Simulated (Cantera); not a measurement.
Thermal oxidation and active oxidation of silicon: Si + H2O + N2 + O2

A closed system holds: 1 mol Si, 0.089 mol H2O, 250 mol N2, 0.012 mol O2, held at 1998 K and 13.3 mbar.

Cantera equilibrium calculation (NASA polynomials, part measured and part estimated; ideal gas, pure solids and liquids). Candidate condensed phases: H2O, Si, SiO2, Si2N2O, Si3N4; 35 gas species. The tables' values for SiN are old estimates; treat these amounts as uncertain. The numbers say what is thermodynamically allowed, not how fast it happens.

The x(N2) is 0.996. The x(Si) is 0.00311, the x(SiO) is 0.000450 and the x(H2) is 0.000244. The x(H) comes out as 0.000217 and the x(Si2N) is 0.000120. The x(SiN) is 9.38e-5. The x(Si2) is 3.13e-5 and the x(Si3) is 6.56e-6. The gas amount is 251.0 mol and the log10 activity of Si(l) (absent) is -0.01.
